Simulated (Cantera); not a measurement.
A closed system holds: 1 mol CaF2, 5.2 mol O2, 5.1 mol N2, held at 1598 K and 45.0 Torr.

Method: chemical equilibrium by Gibbs-energy minimisation in Cantera with the NASA 1993 tables (ideal gas, pure condensed phases). Candidate condensed phases: Ca, CaF2, CaO; 22 gas species. Kinetics and transport are ignored.

Base state: O2 0.504, N2 0.494, NO 0.00235, CaF2 0.000253, O 4.10e-5 (mole fractions); condensed: CaF2(s).

Task: What changes in the equilibrium state with this change: temperature from 1598 K to 1898.15 K?

Result: 
```
species         before     after
------------  --------  --------
O2               0.504     0.491
N2               0.494     0.482
CaF2          0.000253    0.0193
F              2.26e-7   1.48e-5
O              4.10e-5  0.000840
NO             0.00235   0.00682
CaF2(s), mol     0.997         0
CaF2(l), mol         0     0.797
```
